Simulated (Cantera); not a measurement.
An isothermal plug-flow reactor at 725 K and 3750 Torr (inlet), inlet velocity 3 m/s, active area per volume 5500 1/m; feed 1.83 % CO, 1.95 % O₂, 96.2 % N₂.

Detailed kinetics in Cantera: Deutschmann's 1995 Pt surface mechanism with GRI-Mech 3.0 gas chemistry. Catalytic surfaces can have several steady states; this one follows from the mechanism file's or the stated starting coverage. Mass transfer to the wall is taken as infinitely fast.

Predict: x(CO) at z = 0.044 m; x(O₂) at z = 0.044 m; x(CO₂) at z = 0.044 m; θ(free Pt) at the exit; θ(O*) at the exit.


```
Property                  Value
----------------------  -------
x(CO) at z = 0.044 m    4.26e-5
x(O₂) at z = 0.044 m     0.0105
x(CO₂) at z = 0.044 m    0.0184
θ(free Pt) at the exit   0.0168
θ(O*) at the exit         0.983
```
